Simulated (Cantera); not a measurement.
## Si + H2O + N2 (thermal oxidation and active oxidation of silicon)

A closed system holds: 1 mol Si, a varied amount of H2O, 9.3 mol N2, held at 1802 °C and 100000 Pa.

Cantera equilibrium calculation (NASA polynomials, part measured and part estimated; ideal gas, pure solids and liquids). Candidate condensed phases: H2O, Si, SiO2, Si2N2O, Si3N4; 35 gas species. Mutual solubility and eutectic melting of coexisting phases are not modelled. The tables' values for SiN are old estimates; treat these amounts as uncertain. The tables hold silica as quartz up to 1696 K and as liquid above; real silica turns to tridymite and cristobalite and melts near 1996 K. The numbers say what is thermodynamically allowed, not how fast it happens.

From 0.018 mol H2O to 0.073 mol H2O the condensed part is Si3N4(s). From 0.1 mol H2O to 0.41 mol H2O the condensed part is Si2N2O(s) + Si3N4(s). From 0.58 mol H2O to 0.82 mol H2O the condensed part is Si2N2O(s). At 1.2 mol H2O the condensed part is SiO2(l). The main Si-bearing gas is SiO throughout. The share of Si in condensed phases is highest at 0.018 mol H2O (98.1 %) and lowest at 1.2 mol H2O (19.6 %).

```
n(H2O) (mol)   x N2     x H2    x SiO       x H  n Si3N4(s)  n Si2N2O(s)  n SiO2(l)
------------  -----  -------  -------  --------  ----------  -----------  ---------
0.018         0.996  0.00201  0.00207  0.000119       0.327            0          0
0.026         0.994  0.00291  0.00299  0.000144       0.324            0          0
0.036         0.992  0.00404  0.00412  0.000169       0.321            0          0
0.051         0.988  0.00571  0.00581  0.000201       0.316            0          0
0.073         0.983  0.00814  0.00827  0.000240       0.309            0          0
0.1           0.978   0.0111   0.0105  0.000281       0.297      0.00686          0
0.15          0.973   0.0166   0.0105  0.000343       0.264       0.0560          0
0.21          0.966   0.0230   0.0105  0.000404       0.225        0.115          0
0.29          0.957   0.0314   0.0105  0.000472       0.172        0.193          0
0.41          0.945   0.0437   0.0106  0.000557      0.0926        0.311          0
0.58          0.923   0.0599   0.0167  0.000652           0        0.419          0
0.82          0.862   0.0771   0.0604  0.000740           0        0.180          0
1.2           0.822    0.105   0.0711  0.000865           0            0      0.196
```
x: gas mole fraction; n: condensed amount in mol.
